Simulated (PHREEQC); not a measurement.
1 kg of water holding 0.0088 mol/kgw MgSO4, 0.043 mol/kgw Na2SO4 and 0.35 mol/kgw K2SO4 is evaporated at 90 °C; the solids stay in contact with the brine. The system is closed to CO2. Solids allowed: Arcanite, Bloedite, Brucite, Epsomite, Glaserite, Hexahydrite, Kieserite, Leonite, Mirabilite, Misenite, Schoenite, Thenardite. Others were left out.

The numbers come from PHREEQC with the Pitzer model, pitzer.dat.

```csv
water left (kg),ionic strength,water activity,Arcanite (mol)
1,1.21,0.985,0
0.8219,1.48,0.982,0
0.6755,1.80,0.979,0
0.4563,2.66,0.970,0
0.375,3.24,0.964,0
0.3082,3.94,0.956,0
0.2533,4.25,0.953,0.0460
0.1711,4.59,0.950,0.143
0.1407,4.82,[?],0.179
0.1156,5.11,0.945,0.208
0.09502,5.45,0.942,[?]
0.06418,6.37,0.934,[?]
0.05275,6.99,0.929,0.282
0.04335,7.76,0.923,0.293
0.03564,8.22,0.920,0.287
0.0293,8.48,0.919,0.275
0.01979,9.16,0.917,0.257
0.01627,9.63,[?],0.250
0.01337,10.2,0.913,0.245
0.01099,10.9,0.911,[?]
0.007427,12.9,0.904,[?]
0.006093,[?],[?],0.231
0.005012,16.4,0.897,0.229
```

**Question.** Some entries are withheld; supply them.

**Answer.** 
- 0.1407, water activity: 0.948
- 0.09502, Arcanite (mol): 0.232
- 0.06418, Arcanite (mol): 0.268
- 0.01627, water activity: 0.915
- 0.01099, Arcanite (mol): 0.240
- 0.007427, Arcanite (mol): 0.233
- 0.006093, ionic strength: 14.3
- 0.006093, water activity: 0.900

Away from 25 °C the constants follow the database's enthalpies or fits; those with neither stay at their 25 °C values.
